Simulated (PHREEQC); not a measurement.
Solution (25 °C): 0.081 mol/kgw NH4HF2, 0.00059 mol/kgw H2SiF6, 0.07 mol/kgw H3PO4 and 0.0079 mol/kgw HCl. Closed to the air; pH follows from the charge balance.

All values are PHREEQC results (ion-association model, phreeqc.dat), not measurements.

| quantity | before | after |
|---|---|---|
| pH | 2.32 | 3.15 |
| ionic strength (mol/kgw) | 0.0873 | 0.00154 |
| HF (mol/kgw) | 0.119 | 0.000826 |
| F- (mol/kgw) | 0.0222 | 0.000821 |
| HF2- (mol/kgw) | 0.0101 | 2.60e-6 |
| NH3 (mol/kgw) | 7.21e-9 | 6.29e-10 |
| SI of Quartz (SiO2) | -9.95 | -1.29 |

**Question.** What was changed between the two runs?
A) diluted 100-fold with water
B) HCl left out
C) H3PO4 left out
D) 0.005 mol/kgw KOH added
E) H3PO4 from 0.07 to 0.035 mol/kgw

**Answer.** A, diluted 100-fold with water

This is a speciation only: nothing precipitates in the calculation. SiF6-2 is the database's only silicon fluoride.
